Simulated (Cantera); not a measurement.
Charge: 1 mol BaF2, 0.45 mol H2, 0.37 mol HF, at 2000 K and 13.3 mbar.

Method: chemical equilibrium by Gibbs-energy minimisation in Cantera with the NASA 1993 tables (ideal gas, pure condensed phases). Candidate condensed phases: Ba, BaF2; 14 gas species. Kinetics and transport are ignored.

Task: What is the equilibrium state?

Result: 
| Property | Result |
|---|---|
| x(BaF2) | 0.533 |
| x(H2) | 0.236 |
| x(HF) | 0.213 |
| x(BaF) | 0.0117 |
| x(H) | 0.00684 |
| x(Ba) | 1.08e-5 |
| x(F) | 2.54e-6 |
| gas amount | 1.837 mol |
| log10 activity of Ba(l) (absent) | -6.88 |
